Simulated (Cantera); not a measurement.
A closed system holds: 1 mol c-C4F8, 0.04 mol CH4, 0.11 mol H2, equilibrated at 0.0188 Torr.

Points: T (K) = 1473, 1623, 1773, 1923, 2073, 2223, 2373.

Cantera's Mixture.equilibrate('TP', solver="vcs", rtol=1e-11, max_steps=5000) on the NASA tables stopped like this:

```
ERROR: FAILURE its = 5001!

*******************************************************************************
CanteraError thrown by MultiPhase::equilibrate:
VCS solver failed. Return code: -1
*******************************************************************************
```

Problem. What got this run through?

Solution. This is not unique; one that fits is The failure is numerical, not chemical. The same input converged with solver="gibbs", rtol=1e-10, max_steps=50000, and the result passed a check of the equilibrium conditions:
```
log10 of partial pressures in bar; condensed amounts in mol
       T/K         F       CF4       CF2        HF        CF       CF3        C3         C     C(gr)
      1473    -7.078    -4.685    -6.890    -5.383   -10.969    -8.162   -18.267   -17.223     2.131
      1623    -6.049    -4.719    -5.993    -5.402    -9.389    -7.445   -15.553   -14.869     2.107
      1773    -5.241    -4.937    -5.345    -5.514    -8.127    -6.993   -13.305   -12.914     2.029
      1923    -4.780    -6.005    -5.244    -5.795    -7.285    -7.276   -11.415   -11.266      2.43
      2073    -4.665    -8.036    -5.718    -5.893    -6.847    -8.358    -9.804    -9.858     3.425
      2223    -4.639   -10.090    -6.279    -5.917    -6.544    -9.517    -8.417    -8.640     3.781
      2373    -4.637   -11.968    -6.812    -5.930    -6.303   -10.594    -7.209    -7.578      3.76
```

The gas is ideal and each condensed phase is pure. The feed counts by its element totals alone. Gases not in the tables: C2F6 and larger saturated fluorocarbons.
